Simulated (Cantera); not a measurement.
An adiabatic, constant-pressure homogeneous reactor starts with CH4 : C2H6 : O2 : N2 : H2O = 1 : 0.045 : 4.15 : 15.6 : 0.63 (molar parts), equivalence ratio 0.52, at 1700 K and 7.00 bar. Integrator tolerance rtol = 1e-08.

Computed with Cantera and GRI-Mech 3.0 (53 species, 325 reactions).

What does this change do: H2O 0.63 to 1.6 parts?


| quantity | before | after |
|---|---|---|
| time of steepest temperature rise | 21.3 µs | 22.0 µs |
| temperature at 0.200 s | 2590 K | 2547 K |
| equilibrium temperature | 2590 K | 2547 K |
| x(CH4) at 0.200 s | <1e-12 (gas-phase equilibrium <1e-12) | <1e-12 (gas-phase equilibrium <1e-12) |
| x(C2H6) at 0.200 s | <1e-12 (gas-phase equilibrium <1e-12) | <1e-12 (gas-phase equilibrium <1e-12) |
| x(O2) at 0.200 s | 0.0831 (gas-phase equilibrium 0.0831) | 0.0799 (gas-phase equilibrium 0.0799) |
| x(N2O) at 0.200 s | 2.26e-6 (gas-phase equilibrium 2.26e-6) | 1.97e-6 (gas-phase equilibrium 1.97e-6) |
| x(H2O) at 0.200 s | 0.121 (gas-phase equilibrium 0.121) | 0.159 (gas-phase equilibrium 0.159) |

What does this change do: initial temperature 1700 to 1773 K?


```csv
quantity,before,after
time of steepest temperature rise,21.3 µs,13.2 µs
temperature at 0.200 s,2590 K,2639 K
equilibrium temperature,2590 K,2639 K
x(CH4) at 0.200 s,<1e-12 (gas-phase equilibrium <1e-12),<1e-12 (gas-phase equilibrium <1e-12)
x(C2H6) at 0.200 s,<1e-12 (gas-phase equilibrium <1e-12),<1e-12 (gas-phase equilibrium <1e-12)
x(O2) at 0.200 s,0.0831 (gas-phase equilibrium 0.0831),0.0824 (gas-phase equilibrium 0.0824)
x(N2O) at 0.200 s,2.26e-6 (gas-phase equilibrium 2.26e-6),2.43e-6 (gas-phase equilibrium 2.43e-6)
x(H2O) at 0.200 s,0.121 (gas-phase equilibrium 0.121),0.120 (gas-phase equilibrium 0.120)
```
